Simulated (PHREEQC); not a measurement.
A solution holds 150 mmol/kgw KOH, 0.32 mmol/kgw KCl and 12 mmol/kgw NaCl, at 87 °C. Closed to the air; pH follows from the charge balance.

Computed with PHREEQC (ion-association model, wateq4f.dat).

```tsv
quantity	before	after
pH	11.50	12.39
SI of Halite (NaCl)	-5.82	-5.95
```

**Question.** Name the change that produced these shifts.
A) NaCl from 0.012 to 0.018 mol/kgw
B) KOH from 0.15 to 0.165 mol/kgw
C) diluted 2-fold with water
D) KOH from 0.15 to 1.5 mol/kgw

**Answer.** D, KOH from 0.15 to 1.5 mol/kgw

This is a speciation only: nothing precipitates in the calculation. The ionic strength passes 0.7 mol/kgw, the rough limit of the ion-association models, in after. At this temperature some constants are extrapolated from 25 °C, and those without enthalpy data are left unchanged.
